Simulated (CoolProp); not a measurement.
C2F6 (R116) along the isobar 4000 kPa: Z from the reference equation and from simpler models built on Tc = 293.0 K, pc = 3048 kPa, ω = 0.257; each cubic takes its own stable root.

Model: reference Helmholtz-energy equation of state, Lemmon 2006, in CoolProp. It is a short technical equation, of lower accuracy than the large ones.

```json
[
 {"T (K)": "219.7", "phase": "liquid", "reference": "0.1996"},
 {"T (K)": "249", "phase": "liquid", "reference": "0.1955"},
 {"T (K)": "278.4", "phase": "liquid", "reference": "0.2060"},
 {"T (K)": "307.7", "phase": "supercritical", "reference": "0.4026"},
 {"T (K)": "337", "phase": "supercritical", "reference": "0.6855"},
 {"T (K)": "366.3", "phase": "supercritical", "reference": "0.7942"},
 {"T (K)": "395.7", "phase": "supercritical", "reference": "0.8587"},
 {"T (K)": "425", "phase": "supercritical", "reference": "0.9015"}
]
```

How far does each simpler model (van der Waals, Soave-Redlich-Kwong, Peng-Robinson) lie from the reference over these 8 states: mean and median of the absolute difference, and the worst?


- van der Waals: mean 23.4 %, median 8.0 %, worst +52.9 % at 219.7 K and 4000 kPa
- Soave-Redlich-Kwong: mean 4.5 %, median 3.1 %, worst +11.5 % at 278.4 K and 4000 kPa
- Peng-Robinson: mean 3.0 %, median 2.2 %, worst -7.5 % at 219.7 K and 4000 kPa
